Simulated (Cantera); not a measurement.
Mixture: 12.4 % CH4, 22.5 % O2, 65.1 % N2, equivalence ratio 1.1, at 1.78 atm, adiabatic and at constant volume. Ignition delay is the time to a rise of 400 K.

Model: GRI-Mech 3.0 (53 species, 325 reactions), integrated in Cantera.

Question: Predict: delay at 1073 K; delay at 1223 K; delay at 1373 K; delay at 1523 K; delay at 1673 K; apparent activation energy between 1598 and 1748 K.

Answer: 
```json
{
  "delay at 1073 K": "0.144 s",
  "delay at 1223 K": "15.8 ms",
  "delay at 1373 K": "2.36 ms",
  "delay at 1523 K": "0.473 ms",
  "delay at 1673 K": "0.128 ms",
  "apparent activation energy between 1598 and 1748 K": "180 kJ/mol"
}
```
